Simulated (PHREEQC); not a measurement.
Make-up at 35 °C: 0.009 mol HF and 0.00033 mol NH4HF2 per kg of water. Closed to the air; pH follows from the charge balance.

Model: ion-association model, phreeqc.dat, run in PHREEQC.

This is a speciation only: nothing precipitates in the calculation.

Problem. Order these F species by the share of F that they hold, largest first: HF, HF2-, F-.

Solution. HF (75 %), F- (23 %), HF2- (1.4 %)

The pH is 2.72 and the ionic strength 0.00232 mol/kgw.
